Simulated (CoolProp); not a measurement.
Model: reference Helmholtz-energy equation of state, Gao 2022, in CoolProp.

Problem. For n-perfluorohexane, give the phase and the Z, Joule-Thomson coefficient (K/MPa), isothermal compressibility (1/MPa) at 450 K and 13.1 bar.

Solution. 
- 450 K and 13.1 bar: gas; Z 0.658, Joule-Thomson coefficient 15.6, isothermal compressibility 1.34
